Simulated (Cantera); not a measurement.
Input (Python, Cantera) and output of one run.

```python
import numpy as np
import cantera as ct

gas_names = [...]  # 95 gases of nasa_gas.yaml made of C, F, H
cond_names = """
    C(gr) C6H6(L) C7H8(L) C8H18(L),n-octa
""".split()


# ... load() reads the species with a 1 bar reference pressure and builds the phases ...
atoms = {
    'c-C4F8': {'C': 4, 'F': 8},
    'H2': {'H': 2},
}
top_T = {'C(gr)': 4500}  # K; cautious upper limits of use, not melting points


# ... equilibrate(T, P, feed) seeds the gas with the atoms and calls Mixture.equilibrate('TP', solver="vcs", rtol=1e-11, max_steps=5000) ...
results = []
T = 3250  # K
P = 10000  # Pa
for m in [0.59, 0.85, 1.1, 1.4, 1.6, 1.9, 2.1, 2.4, 2.7, 2.9, 3.2, 3.4, 3.7]:
    feed = {'c-C4F8': 1, 'H2': m}  # mol
    mix = equilibrate(T, P, feed)
    results.append((T, P, feed, dict(zip(mix.species_names, mix.species_moles))))

top = {s: max(r[3][s] / sum(r[3][g] for g in gas_names) for r in results) for s in gas_names}
cols = sorted((s for s in top if top[s] > 0.001), key=lambda s: -top[s])[:8]
seen = [c for c in cond_names if any(r[3].get(c, 0) > 1e-12 for r in results)]
print("log10 of partial pressures in bar; condensed amounts in mol")
print(f"{'n(H2)':>10s}" + "".join(f"{s[:9]:>10s}" for s in cols + seen))
for T, P, feed, n in results:
    ng = sum(n[g] for g in gas_names)
    print(f"{feed['H2']:10.4g}" + "".join(f"{np.log10(max(n[s] / ng * P / 1e5, 1e-99)):10.3f}" for s in cols)
          + "".join(f"{n.get(c, 0):10.4g}" for c in seen))
```

Output:

```
log10 of partial pressures in bar; condensed amounts in mol
     n(H2)        HF         F        CF       CF2         H        C3         C        H2     C(gr)
      0.59    -1.828    -1.211    -1.941    -2.136    -3.630    -2.441    -3.342    -6.273     1.529
      0.85    -1.675    -1.244    -1.975    -2.203    -3.444    -2.441    -3.342    -5.900     1.648
       1.1    -1.568    -1.279    -2.009    -2.271    -3.303    -2.441    -3.342    -5.618      1.76
       1.4    -1.469    -1.323    -2.053    -2.360    -3.159    -2.441    -3.342    -5.332      1.89
       1.6    -1.415    -1.356    -2.086    -2.425    -3.073    -2.441    -3.342    -5.160     1.973
       1.9    -1.347    -1.409    -2.139    -2.531    -2.952    -2.441    -3.342    -4.917     2.094
       2.1    -1.308    -1.448    -2.178    -2.609    -2.874    -2.441    -3.342    -4.760     2.171
       2.4    -1.257    -1.513    -2.244    -2.741    -2.757    -2.441    -3.342    -4.527     2.279
       2.7    -1.214    -1.589    -2.319    -2.892    -2.638    -2.441    -3.342    -4.289     2.379
       2.9    -1.189    -1.647    -2.377    -3.007    -2.556    -2.441    -3.342    -4.125     2.438
       3.2    -1.158    -1.746    -2.476    -3.205    -2.426    -2.441    -3.342    -3.866     2.513
       3.4    -1.143    -1.820    -2.550    -3.354    -2.336    -2.441    -3.342    -3.685      2.55
       3.7    -1.127    -1.942    -2.673    -3.598    -2.198    -2.441    -3.342    -3.410     2.581
```

Equilibrium computed with Cantera from the NASA thermochemical tables; the gas is ideal and each condensed phase is pure. The feed counts by its element totals alone.
